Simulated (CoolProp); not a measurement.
The fluid at 298.15 K and 3.12 MPa flows at 0.063 m/s in a round tube of 10 mm bore and 15 µm roughness, fully developed (64/Re and Nu = 3.66 if laminar; Colebrook and Gnielinski if turbulent). The same conditions are run with several fluids, on thermodynamics alone (safety and materials aside).

Model: reference Helmholtz-energy equation of state of each fluid (R143a: Lemmon and Jacobsen 2000; R410A: Lemmon 2003; C3F8 (R218): Lemmon 2006; water: Wagner 2002), in CoolProp. Blends and air are pseudo-pure fits.

**Question.** Rank R143a, R410A, C3F8 (R218), water by Reynolds number, highest first.

**Answer.** R410A (5460), R143a (5130), C3F8 (R218) (4640), water (707)

| fluid | Darcy friction factor | pressure drop (Pa/m) | heat-transfer coefficient (W/(m² K)) | mass flow (kg/h) |
|---|---|---|---|---|
| R143a | 0.0388 | 7.30 | 211 | 16.9 |
| R410A | 0.0382 | 8.12 | 266 | 19.1 |
| C3F8 (R218) | 0.0398 | 10.7 | 150 | 24.2 |
| water | 0.0905 | 17.9 | 223 | 17.8 |

Transport values come from each fluid's own correlations; those of R143a, C3F8 (R218) are estimates that may be off by 10 % or more.
